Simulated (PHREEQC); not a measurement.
**Leach liquor (model solution)**

Make-up at 25 °C: 2.1 mmol/kgw HCl, 0.078 mmol/kgw Li2SO4 and 0.052 mmol/kgw MgSO4. Closed to the air; pH follows from the charge balance.

The numbers come from PHREEQC with the ion-association model, phreeqc.dat.

Precipitation was switched off in this run.

### Question
Estimate the pH, specific conductance.

### Answer
pH 2.70; specific conductance 883 µS/cm.

### Question
In which forms is Mg present?

### Answer
Mg+2 98 %, MgSO4 1.7 % of the Mg.
